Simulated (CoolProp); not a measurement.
Normal hydrogen at 298.15 K and 0.919 MPa flows at 0.13 m/s in a round tube of 12.7 mm bore and 0.25 µm roughness, fully developed (64/Re and Nu = 3.66 if laminar; Colebrook and Gnielinski if turbulent). Each further row changes one setting.

The numbers come from the reference Helmholtz-energy equation of state, Leachman 2009 in CoolProp.

```json
[
 {"case": "as stated", "Reynolds number": "138", "Darcy friction factor": "0.464", "pressure drop (Pa/m)": "0.230", "heat-transfer coefficient (W/(m² K))": "53.9", "mass flow (kg/h)": "[?]"},
 {"case": "velocity 0.26 m/s", "Reynolds number": "276", "Darcy friction factor": "0.232", "pressure drop (Pa/m)": "0.459", "heat-transfer coefficient (W/(m² K))": "53.9", "mass flow (kg/h)": "[?]"},
 {"case": "diameter 25.4 mm", "Reynolds number": "276", "Darcy friction factor": "0.232", "pressure drop (Pa/m)": "0.0574", "heat-transfer coefficient (W/(m² K))": "26.9", "mass flow (kg/h)": "[?]"}
]
```

Question: What belongs in the gaps?

Answer: 
- as stated, mass flow (kg/h): 0.0441
- velocity 0.26 m/s, mass flow (kg/h): 0.0881
- diameter 25.4 mm, mass flow (kg/h): 0.176

Viscosity comes from a separate model (Muzny 2013). Thermal conductivity comes from a separate model (Assael 2011).
